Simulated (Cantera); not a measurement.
What does this Cantera script print?

```python
import numpy as np
import cantera as ct

gas = ct.Solution("gri30.yaml")


def delay(T, t_max=10):
    gas.TPX = T, 55000, {'CO': 1, 'H2': 0.097, 'O2': 0.997, 'N2': 3.75}
    reactor = ct.IdealGasConstPressureReactor(gas, clone=False)
    net = ct.ReactorNet([reactor])
    net.rtol, net.atol = 1e-8, 1e-16
    while net.time < t_max:
        t_old, T_old = net.time, reactor.T
        net.step()
        if reactor.T > T + 400:  # ignition: a rise of 400 K
            return t_old + (T + 400 - T_old) / (reactor.T - T_old) * (net.time - t_old)
    return np.nan


taus = []
for T in [1100, 1175, 1250, 1325, 1400, 1475, 1550]:
    taus.append(delay(T))
    print(f"T0 = {T:6g} K   tau = {taus[-1]:.4e} s")
```

Output:

```
T0 =   1100 K   tau = 5.0845e-04 s
T0 =   1175 K   tau = 3.8668e-04 s
T0 =   1250 K   tau = 3.2673e-04 s
T0 =   1325 K   tau = 2.9738e-04 s
T0 =   1400 K   tau = 2.8719e-04 s
T0 =   1475 K   tau = 2.9111e-04 s
T0 =   1550 K   tau = 3.0617e-04 s
```

Cantera simulation using GRI-Mech 3.0 (53 species, 325 reactions); the numbers are that mechanism's predictions, not measurements. Where the delays flatten at high temperature, the 400 K rule measures the pace of heat release, not the induction time.
